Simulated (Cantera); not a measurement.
Feed: 1 mol Si3N4, 0.019 mol N2O, 320 mol N2, 0.73 mol CO2, at 0.0260 bar.

Equilibrium computed with Cantera from the NASA thermochemical tables; the gas is ideal and each condensed phase is pure. Candidate condensed phases: C, Si, SiC, SiO2, Si2N2O, Si3N4; 34 gas species. Mutual solubility and eutectic melting of coexisting phases are not modelled. Rates play no part.

Task: Which condensed phases are stable at each of these points (T (°C)): 852, 952, 1052, 1152, 1252, 1352, 1452, 1552?

Result: 
| T (°C) | condensed phases | Si condensed (%) |
|---|---|---|
| 852 | C(graphite) + Si2N2O(s) + Si3N4(s) | 100.0 |
| 952 | C(graphite) + Si2N2O(s) + Si3N4(s) | 100.0 |
| 1052 | C(graphite) + Si2N2O(s) + Si3N4(s) | 100.0 |
| 1152 | C(graphite) + Si2N2O(s) + Si3N4(s) | 100.0 |
| 1252 | SiC(s) + Si2N2O(s) | 99.9 |
| 1352 | SiC(s) + Si2N2O(s) + Si3N4(s) | 98.5 |
| 1452 | Si2N2O(s) + Si3N4(s) | 82.0 |
| 1552 | SiC(s) + Si3N4(s) | 60.6 |

From 852 °C to 1152 °C the condensed part is C(graphite) + Si2N2O(s) + Si3N4(s). At 1252 °C the condensed part is SiC(s) + Si2N2O(s). At 1352 °C the condensed part is SiC(s) + Si2N2O(s) + Si3N4(s). At 1452 °C the condensed part is Si2N2O(s) + Si3N4(s). At 1552 °C the condensed part is SiC(s) + Si3N4(s).
